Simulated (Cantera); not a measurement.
Input: 1 mol AlN, 3.3 mol Cl2, 11 mol N2, held at 1000 K and 0.0263 Torr.

These are equilibrium values from Cantera (NASA tables, ideal gas, pure condensed phases), not measurements of a reactor. Candidate condensed phases: Al, AlCl3, AlN; 11 gas species. Kinetics and transport are ignored.

Base state: N2 0.795, Cl2 0.113, AlCl3 0.0692, Cl 0.0221 (mole fractions); condensed: gas only.

Problem. What changes in the equilibrium state with this change: pressure from 0.0263 Torr to 0.218 Torr?

Solution. 
| species | before | after |
|---|---|---|
| N2 | 0.795 | 0.801 |
| Cl2 | 0.113 | 0.121 |
| AlCl3 | 0.0692 | 0.0697 |
| Cl | 0.0221 | 0.00795 |

Problem. What changes in the equilibrium state with this change: temperature from 1000 K to 1573.15 K?

Solution. 
| species | before | after |
|---|---|---|
| N2 | 0.795 | 0.713 |
| Cl | 0.0221 | 0.224 |
| AlCl3 | 0.0692 | 0.0608 |
| Cl2 | 0.113 | 0.000202 |
| AlCl2 | <1e-9 | 0.00115 |
| AlCl | <1e-9 | 0.000130 |
The tables' values for AlCl2 are old estimates; treat these amounts as uncertain.

Problem. What changes in the equilibrium state with this change: temperature from 1000 K to 1350 K?

Solution. 
```tsv
species	before	after
N2	0.795	0.717
Cl	0.0221	0.216
AlCl3	0.0692	0.0624
Cl2	0.113	0.00448
```
